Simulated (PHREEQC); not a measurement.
Model water analysis in mmol/kgw, 36 °C, pH 5.95, pe 9.9:

```csv
constituent,mmol/kgw
Na,0.0515
K,0.018
Ca,0.0509
Mg,0.0144
Cl,0.05
S(6),0.0472
Alkalinity (meq/kgw),0.0565
F,0.000278
Li,0.00499
Cd,4.21e-05
Cu(2),0.000857
```

Valence states are taken as typed.

Equilibrium calculation in PHREEQC: ion-association model, phreeqc.dat.

| quantity | before | after |
|---|---|---|
| CO2 (mol/kgw) | 0.000128 | 0.000123 |
| CaSO4 (mol/kgw) | 3.84e-7 | 4.43e-7 |
| MgSO4 (mol/kgw) | 1.73e-7 | 2.89e-7 |
| CaHCO3+ (mol/kgw) | 3.90e-8 | 4.50e-8 |
| Cu(OH)2 (mol/kgw) | 1.22e-8 | 1.21e-8 |
| CuCO3 (mol/kgw) | 1.13e-8 | 1.41e-8 |
| SI of Otavite (CdCO3) | -3.86 | -3.77 |
| SI of Gypsum (CaSO4:2H2O) | -4.11 | -4.05 |

Problem. Which change was made?
A) pH from 5.95 to 5.65 at the same alkalinity
B) pH from 5.95 to 6.25 at the same alkalinity
C) Cl from 0.05 to 0.15 mmol/kgw
D) temperature from 36 to 60 °C at the same typed pH

Solution. D, temperature from 36 to 60 °C at the same typed pH

This is a speciation only: nothing precipitates in the calculation. Away from 25 °C the constants follow the database's enthalpies or fits; those with neither stay at their 25 °C values.
